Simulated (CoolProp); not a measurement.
A single-stage vapour-compression cycle with the fluid: evaporating at 273.15 K (dew point), condensing at 319.15 K (bubble point), superheat 5 K, subcooling 2 K, compressor efficiency 0.75, no pressure losses. The same conditions are run with several fluids, on thermodynamics alone (safety and materials aside).

Values from CoolProp's reference Helmholtz-energy equation of state of each fluid (isobutane: Bücker 2006; R143a: Lemmon and Jacobsen 2000; R236FA: Pan 2012; R21: Platzer 1990; R1336mzz(E): Akasaka 2023; cis-2-butene: Lemmon 2005). The equations of Platzer and Polt are older, rougher fits.

```tsv
fluid	cooling COP	pressure ratio	discharge temperature (K)	refrigerating effect (kJ/kg)	volumetric capacity (kJ/m³)
isobutane	3.61	3.95	328.1	256	1070
R143a	3.16	3.40	337.6	121	3200
R236FA	3.50	4.83	323.5	108	804
R21	3.88	4.98	367.1	201	651
R1336mzz(E)	3.50	5.25	322.0	107	572
cis-2-butene	3.81	4.56	341.5	326	719
```
